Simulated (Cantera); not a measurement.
Charge: 1 mol SiH4, 3.5 mol HCl, 920 mol H2, equilibrated at 1223.15 K and 170 Pa.

Equilibrium computed with Cantera from the NASA thermochemical tables; the gas is ideal and each condensed phase is pure. Candidate condensed phases: Si; 19 gas species. The numbers say what is thermodynamically allowed, not how fast it happens.

Base state: H2 0.996, HCl 0.00371, SiCl2 3.37e-5 (mole fractions); condensed: Si(s).

Question: What changes in the equilibrium state with this change: H2 from 920 to 100 mol?

Answer: 
```
species      before    after
----------  -------  -------
H2            0.996    0.969
HCl         0.00371   0.0288
SiCl2       3.37e-5  0.00208
SiCl4       3.21e-9  1.22e-5
SiCl3       1.17e-7  5.64e-5
Si(s), mol    0.969    0.772
```
The tables' values for SiCl3 are old estimates; treat these amounts as uncertain.
